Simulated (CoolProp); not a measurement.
Vapour-liquid equilibrium of n-hexane (1) + o-xylene (2) at 0.626 bar; x and y are mole fractions of (1).

Values from CoolProp's multi-fluid Helmholtz-energy mixture model, Thol 2019 and Zhou 2012; pair parameters Bell 2016.

```csv
x,"bubble temperature, mixture model (K)","bubble temperature, Raoult's law (K)","y, mixture model","y, Raoult's law"
0.05,388.7,390.2,0.323,0.298
0.15,372.0,374.9,0.644,0.618
0.25,360.8,363.9,0.786,0.771
0.35,352.9,355.6,0.861,0.855
0.45,346.8,349.0,0.905,0.906
0.55,342.0,343.5,0.934,0.938
0.65,338.0,339.0,0.955,0.961
0.75,334.6,335.1,0.971,0.976
0.85,331.5,331.7,0.984,0.988
0.95,328.7,328.7,0.995,0.996
```

The largest gap from Raoult's law is -3.1 K in bubble temperature, at x = 0.25. No azeotrope shows between x = 0.05 and 0.95.

The pair parameters rest on a limited set of measurements; away from them the model extrapolates.
